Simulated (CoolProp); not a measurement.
n-hexane along the isobar 0.176 MPa: Z from the reference equation and from simpler models built on Tc = 507.8 K, pc = 3.044 MPa, ω = 0.300; each cubic takes its own stable root.

The numbers come from the reference Helmholtz-energy equation of state, Thol 2019 in CoolProp.

```
T (K)   phase  reference
-----  ------  ---------
218.7  liquid    0.01152
246.5  liquid    0.01057
274.3  liquid   0.009834
302.1  liquid   0.009271
329.9  liquid   0.008844
357.7  liquid   0.008537
385.5     gas     0.9446
413.4     gas     0.9572
441.2     gas     0.9662
```

Q: How far does each simpler model (van der Waals, Redlich-Kwong, Soave-Redlich-Kwong, Peng-Robinson) lie from the reference over these 9 states: mean and median of the absolute difference, and the worst?

A: 
- van der Waals: mean 3560.9 %, median 70.4 %, worst +11140.5 % at 357.7 K and 0.176 MPa
- Redlich-Kwong: mean 1227.8 %, median 14.7 %, worst +10973.0 % at 357.7 K and 0.176 MPa
- Soave-Redlich-Kwong: mean 7.8 %, median 11.0 %, worst +12.9 % at 218.7 K and 0.176 MPa
- Peng-Robinson: mean 0.9 %, median 0.6 %, worst -1.9 % at 329.9 K and 0.176 MPa

At some of these states van der Waals, Redlich-Kwong gives the other phase, because its saturation line lies elsewhere.
